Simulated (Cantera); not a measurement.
Feed: 1 mol H2O, 7.7 mol O2, 7.7 mol H2, at 3200 K and 1.33 mbar.

Equilibrium computed with Cantera from the NASA thermochemical tables; the gas is ideal and each condensed phase is pure. Candidate condensed phases: H2O; 9 gas species. The numbers say what is thermodynamically allowed, not how fast it happens.

Q: What is the equilibrium state?

A: x(H): 0.508
x(O): 0.474
x(OH): 0.00679
x(O2): 0.00645
x(H2): 0.00436
x(H2O): 0.000152
gas amount: 33.21 mol
